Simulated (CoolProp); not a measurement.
A closed Brayton cycle with dry air: compressor inlet 319.15 K and 4.9 MPa, high pressure 16.3 MPa, turbine inlet 765 K, compressor efficiency 0.89, turbine efficiency 0.93, recuperator effectiveness 0.95 (on enthalpy, no pinch check). Each further row changes one setting.

Computed with CoolProp (reference Helmholtz-energy equation of state, Lemmon 2000). It is a pseudo-pure fit of the blend.

```tsv
case	thermal efficiency (%)	net work (kJ/kg)	compressor to turbine work	compressor exit (K)	turbine exit (K)
as stated	28.8	65.5	0.70	467.6	567.2
turbine inlet 715 K	24.2	51.0	0.75	467.6	528.3
compressor inlet 329.15 K	26.8	60.5	0.72	481.9	567.2
high pressure 13.9 MPa	31.3	63.9	0.67	445.0	590.4
recuperator effectiveness 0.5	23.9	65.5	0.70	467.6	567.2
```
